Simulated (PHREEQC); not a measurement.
Consider water at 20 °C with 0.019 mol/kgw CdSO4, 0.00016 mol/kgw Na2SO4 and 0.025 mol/kgw H2SO4. Closed to the air; pH follows from the charge balance.

Equilibrium calculation in PHREEQC: ion-association model, wateq4f.dat.

```json
[
 {"quantity": "pH", "before": "1.58", "after": "1.52"},
 {"quantity": "ionic strength (mol/kgw)", "before": "0.0802", "after": "0.0452"},
 {"quantity": "HSO4- (mol/kgw)", "before": "0.0185", "after": "0.0151"},
 {"quantity": "SO4-2 (mol/kgw)", "before": "0.0158", "after": "0.0100"},
 {"quantity": "NaSO4- (mol/kgw)", "before": "9.51e-6", "after": "7.23e-6"},
 {"quantity": "SI of Mirabilite (Na2SO4:10H2O)", "before": "-8.06", "after": "-8.14"}
]
```

Q: Which change was made?
A) Na2SO4 from 0.00016 to 0.00024 mol/kgw
B) 0.022 mol/kgw HNO3 added
C) diluted 10-fold with water
D) CdSO4 left out
E) temperature from 20 to 40 °C

A: D, CdSO4 left out

No solid was allowed to form.
